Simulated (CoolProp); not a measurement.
The fluid at 298.15 K and 1.35 MPa flows at 0.54 m/s in a round tube of 20 mm bore and 45 µm roughness, fully developed (64/Re and Nu = 3.66 if laminar; Colebrook and Gnielinski if turbulent). The same conditions are run with several fluids, on thermodynamics alone (safety and materials aside).

Computed with CoolProp (reference Helmholtz-energy equation of state of each fluid (C3F8 (R218): Lemmon 2006; R142b: Lemmon 2006; isobutane: Bücker 2006; m-xylene: Zhou 2012; n-heptane: Span 2003)).

### Question
Rank C3F8 (R218), R142b, isobutane, m-xylene, n-heptane by Reynolds number, highest first.

### Answer
C3F8 (R218) (84100), R142b (51600), isobutane (38800), n-heptane (18600), m-xylene (15800)

| fluid | Darcy friction factor | pressure drop (Pa/m) | heat-transfer coefficient (W/(m² K)) | mass flow (kg/h) |
|---|---|---|---|---|
| C3F8 (R218) | 0.0260 | 252 | 1220 | 813 |
| R142b | 0.0270 | 219 | 1280 | 681 |
| isobutane | 0.0277 | 112 | 1120 | 338 |
| m-xylene | 0.0314 | 197 | 882 | 526 |
| n-heptane | 0.0306 | 152 | 946 | 416 |

Transport values come from each fluid's own correlations; those of C3F8 (R218), R142b are estimates that may be off by 10 % or more.
